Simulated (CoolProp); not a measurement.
Vapour-liquid equilibrium of carbon dioxide (1) + propane (2) at 0.973 MPa; x and y are mole fractions of (1).

Computed with CoolProp (multi-fluid Helmholtz-energy mixture model, Span 1996 and Lemmon 2009; pair parameters Kunz 2012).

**Question.** Give the bubble temperature and the first vapour's composition at x = 0.2, 0.35, 0.95. Is there an azeotrope?

**Answer.** x = 0.2: -15.4 °C, y = 0.721; x = 0.35: -28.3 °C, y = 0.844; x = 0.95: -40.2 °C, y = 0.974. No azeotrope shows between x = 0.05 and 0.95.

The pair parameters rest on a limited set of measurements; away from them the model extrapolates. With so large a gap from Raoult's law the liquid may split in two, which this calculation doesn't test in full.
